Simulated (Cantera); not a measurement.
A perfectly stirred reactor is fed with CH4 : H2 : CO2 = 0.0036 : 1 : 0.0035 (molar parts), at 0.0148 atm; it is held at 2350 K, and followed from long to short residence time.

Detailed kinetics in Cantera: GRI-Mech 3.0 (53 species, 325 reactions). Radical loss at walls, strong at low pressure, is not modelled.

Q: What does this change do: 0.0014 parts H2O added?

A: 
```json
[
 {"quantity": "x(CH4) at τ = 2.00 s", "before": "1.83e-5", "after": "1.43e-5"},
 {"quantity": "x(H2) at τ = 2.00 s", "before": "0.917", "after": "0.917"},
 {"quantity": "x(CO2) at τ = 2.00 s", "before": "1.07e-6", "after": "2.19e-6"},
 {"quantity": "x(C2H) at τ = 2.00 s", "before": "1.24e-6", "after": "3.13e-7"},
 {"quantity": "x(OH) at τ = 2.00 s", "before": "7.72e-6", "after": "1.97e-5"},
 {"quantity": "x(CH4) at τ = 0.120 s", "before": "0.000369", "after": "0.000369"},
 {"quantity": "x(H2) at τ = 0.120 s", "before": "0.962", "after": "0.961"},
 {"quantity": "x(CO2) at τ = 0.120 s", "before": "2.12e-5", "after": "2.23e-5"},
 {"quantity": "x(C2H) at τ = 0.120 s", "before": "1.76e-6", "after": "1.58e-6"},
 {"quantity": "x(OH) at τ = 0.120 s", "before": "1.44e-5", "after": "2.03e-5"}
]
```
